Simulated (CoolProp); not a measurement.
R245fa along the isobar 6.25 MPa: fugacity coefficient from the reference equation and from simpler models built on Tc = 153.9 °C, pc = 3.651 MPa, ω = 0.378; each cubic takes its own stable root.

Model: reference Helmholtz-energy equation of state, Akasaka 2015, in CoolProp.

```csv
T (°C),phase,reference
22.55,liquid,0.02639
35.65,liquid,0.04110
48.75,liquid,0.06099
61.85,liquid,0.08674
74.95,liquid,0.1189
88.15,liquid,0.1579
101.25,liquid,0.2031
114.35,liquid,0.2544
127.45,liquid,0.3111
140.65,liquid,0.3724
153.75,liquid,0.4360
166.85,supercritical,0.4999
```

How far does each simpler model (Soave-Redlich-Kwong, Peng-Robinson) lie from the reference over these 12 states: mean and median of the absolute difference, and the worst?


- Soave-Redlich-Kwong: mean 3.8 %, median 4.0 %, worst +4.4 % at 101.25 °C and 6.25 MPa
- Peng-Robinson: mean 0.8 %, median 0.7 %, worst -2.3 % at 166.85 °C and 6.25 MPa
